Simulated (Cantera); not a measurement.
# Pb + O₂ + N₂ (iron carbonyl, mercury and lead vapours)

Charge: 1 mol Pb, 0.018 mol O₂, 20 mol N₂, held at 575 °C and 100 Torr.

Method: chemical equilibrium by Gibbs-energy minimisation in Cantera with the NASA 1993 tables (ideal gas, pure condensed phases). Candidate condensed phases: Pb, PbO, PbO₂, Pb₃O₄; 12 gas species. Equilibrium is a limit: real reactors are often held back by kinetics, nucleation or transport.

| Item | Value |
|---|---|
| x(N₂) | 1.000 |
| x(Pb) | 2.24e-6 |
| n(Pb(l)) | 0.964 mol |
| n(PbO(yellow)) | 0.0360 mol |
| gas amount | 20.00 mol |
| log10 activity of PbO₂(s) (absent) | -9.91 |
